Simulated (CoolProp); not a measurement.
A closed Brayton cycle with dry air: compressor inlet 315.15 K and 5.5 MPa, high pressure 10.2 MPa, turbine inlet 980 K, compressor efficiency 0.89, turbine efficiency 0.85, recuperator effectiveness 0.95 (on enthalpy, no pinch check). Each further row changes one setting.

Computed with CoolProp (reference Helmholtz-energy equation of state, Lemmon 2000). It is a pseudo-pure fit of the blend.

```json
[
 {"case": "as stated", "thermal efficiency (%)": "41.5", "net work (kJ/kg)": "70.7", "compressor to turbine work": "0.50", "compressor exit (K)": "384.5", "turbine exit (K)": "858.6"},
 {"case": "turbine inlet 930 K", "thermal efficiency (%)": "39.5", "net work (kJ/kg)": "63.5", "compressor to turbine work": "0.52", "compressor exit (K)": "384.5", "turbine exit (K)": "813.7"},
 {"case": "compressor inlet 325.15 K", "thermal efficiency (%)": "40.3", "net work (kJ/kg)": "68.3", "compressor to turbine work": "0.51", "compressor exit (K)": "396.6", "turbine exit (K)": "858.6"},
 {"case": "high pressure 8.67 MPa", "thermal efficiency (%)": "40.4", "net work (kJ/kg)": "55.4", "compressor to turbine work": "0.47", "compressor exit (K)": "365.0", "turbine exit (K)": "888.9"},
 {"case": "recuperator effectiveness 0.5", "thermal efficiency (%)": "17.7", "net work (kJ/kg)": "70.7", "compressor to turbine work": "0.50", "compressor exit (K)": "384.5", "turbine exit (K)": "858.6"}
]
```
